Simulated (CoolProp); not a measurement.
Fluorine along the isobar 9520 kPa: fugacity coefficient from the reference equation and from simpler models built on Tc = 144.4 K, pc = 5240 kPa, ω = 0.045; each cubic takes its own stable root.

Computed with CoolProp (reference Helmholtz-energy equation of state, de Reuck 1990).

```json
[
 {"T (K)": "81.6", "phase": "liquid", "reference": "0.009694", "van der Waals": "0.05076", "Soave-Redlich-Kwong": "0.009832", "Peng-Robinson": "0.009839"},
 {"T (K)": "96.2", "phase": "liquid", "reference": "0.04116", "van der Waals": "0.1137", "Soave-Redlich-Kwong": "0.04196", "Peng-Robinson": "0.04077"},
 {"T (K)": "110.7", "phase": "liquid", "reference": "0.1109", "van der Waals": "0.2024", "Soave-Redlich-Kwong": "0.1135", "Peng-Robinson": "0.1087"},
 {"T (K)": "125.3", "phase": "liquid", "reference": "0.2258", "van der Waals": "0.3112", "Soave-Redlich-Kwong": "0.2310", "Peng-Robinson": "0.2199"},
 {"T (K)": "139.8", "phase": "liquid", "reference": "0.3750", "van der Waals": "0.4293", "Soave-Redlich-Kwong": "0.3818", "Peng-Robinson": "0.3627"},
 {"T (K)": "154.4", "phase": "supercritical", "reference": "0.5358", "van der Waals": "0.5464", "Soave-Redlich-Kwong": "0.5392", "Peng-Robinson": "0.5124"},
 {"T (K)": "169", "phase": "supercritical", "reference": "0.6618", "van der Waals": "0.6471", "Soave-Redlich-Kwong": "0.6614", "Peng-Robinson": "0.6293"},
 {"T (K)": "183.5", "phase": "supercritical", "reference": "0.7437", "van der Waals": "0.7203", "Soave-Redlich-Kwong": "0.7439", "Peng-Robinson": "0.7100"},
 {"T (K)": "198.1", "phase": "supercritical", "reference": "0.8024", "van der Waals": "0.7741", "Soave-Redlich-Kwong": "0.8044", "Peng-Robinson": "0.7703"},
 {"T (K)": "212.6", "phase": "supercritical", "reference": "0.8457", "van der Waals": "0.8149", "Soave-Redlich-Kwong": "0.8501", "Peng-Robinson": "0.8166"},
 {"T (K)": "227.2", "phase": "supercritical", "reference": "0.8790", "van der Waals": "0.8473", "Soave-Redlich-Kwong": "0.8857", "Peng-Robinson": "0.8533"},
 {"T (K)": "241.8", "phase": "supercritical", "reference": "0.9048", "van der Waals": "0.8733", "Soave-Redlich-Kwong": "0.9137", "Peng-Robinson": "0.8825"},
 {"T (K)": "256.3", "phase": "supercritical", "reference": "0.9252", "van der Waals": "0.8943", "Soave-Redlich-Kwong": "0.9357", "Peng-Robinson": "0.9060"},
 {"T (K)": "270.9", "phase": "supercritical", "reference": "0.9416", "van der Waals": "0.9118", "Soave-Redlich-Kwong": "0.9535", "Peng-Robinson": "0.9252"},
 {"T (K)": "285.4", "phase": "supercritical", "reference": "0.9549", "van der Waals": "0.9263", "Soave-Redlich-Kwong": "0.9678", "Peng-Robinson": "0.9409"},
 {"T (K)": "300", "phase": "supercritical", "reference": "0.9659", "van der Waals": "0.9385", "Soave-Redlich-Kwong": "0.9795", "Peng-Robinson": "0.9539"}
]
```
